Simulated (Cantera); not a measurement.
An isothermal, constant-pressure homogeneous reactor starts with H2 : O2 : N2 = 0.12 : 1 : 0.11 (molar parts), equivalence ratio 0.060, at 925 K and 0.0263 atm.

Computed with Cantera and the H2/O2 subset of GRI-Mech 3.0, which has no nitrogen chemistry. Radical loss at walls, strong at low pressure, is not modelled. Below about 950 K walls govern HO2 and H2O2 in real vessels. The temperature is held fixed by assumption; the heat of reaction is taken as removed at once.

One state of this run: x H2 = 9.68e-7; x O2 = 0.803; x H = 4.12e-9; x H2O = 0.103; x HO2 = 6.91e-8; x O = 8.09e-7. x: mole fraction; the columns are a selection and need not sum to one.

Which value of t (s) does it belong to?
A) 0.00317
B) 1.99
C) 5.00
D) 0.793

D, 0.793
